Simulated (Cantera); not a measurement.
An isothermal, constant-pressure homogeneous reactor starts with 21.7 % C2H6, 78.3 % H2, at 1450 K and 1.00 atm.

Cantera simulation using GRI-Mech 3.0 (53 species, 325 reactions); the numbers are that mechanism's predictions, not measurements. GRI-Mech 3.0 stops at C3 and has no aromatics, soot or wall deposition, so with more carbon than oxygen in the feed, carbon stays in small species such as C2H2 where larger ones or solid carbon would form.

x: mole fraction; the columns are a selection and need not sum to one.

```tsv
t (s)	x C2H6	x H2	x CH4	x H	x CH2	x CH3	x C2H4
2.00e-6	0.217	0.782	0.000159	1.57e-5	2.63e-9	0.000170	8.14e-5
5.79e-6	0.215	0.782	0.000817	4.63e-5	1.61e-8	0.000287	0.00116
1.68e-5	0.202	0.782	0.00489	9.66e-5	9.13e-8	0.000678	0.00924
4.85e-5	0.157	0.780	0.0228	0.000117	1.28e-7	0.000807	0.0378
0.000140	0.0759	0.774	0.0585	0.000118	7.75e-8	0.000580	0.0871
0.000406	0.0144	0.769	0.0877	8.47e-5	2.08e-8	0.000248	0.117
0.00118	…	0.770	0.0937	…	…	…	0.109
0.00340	0.000785	0.773	0.0951	2.33e-5	1.49e-9	5.88e-5	0.0903
0.00985	…	0.776	0.0970	…	…	…	…
0.0285	0.000309	0.777	0.101	1.62e-5	7.17e-10	4.26e-5	0.0383
0.0825	0.000248	0.772	0.110	1.42e-5	5.99e-10	4.08e-5	0.0311
0.239	0.000230	0.759	0.130	1.23e-5	5.51e-10	4.28e-5	0.0288
0.691	0.000206	0.737	0.166	1.00e-5	4.87e-10	4.56e-5	0.0250
2.00	0.000188	0.713	0.203	8.39e-6	4.40e-10	4.81e-5	0.0213
```

**Question.** Some entries are withheld; supply them.

**Answer.** 
- 0.00118, x C2H6: 0.00201
- 0.00118, x H: 3.64e-5
- 0.00118, x CH2: 3.54e-9
- 0.00118, x CH3: 9.26e-5
- 0.00985, x C2H6: 0.000518
- 0.00985, x H: 1.99e-5
- 0.00985, x CH2: 1.07e-9
- 0.00985, x CH3: 5.07e-5
- 0.00985, x C2H4: 0.0624
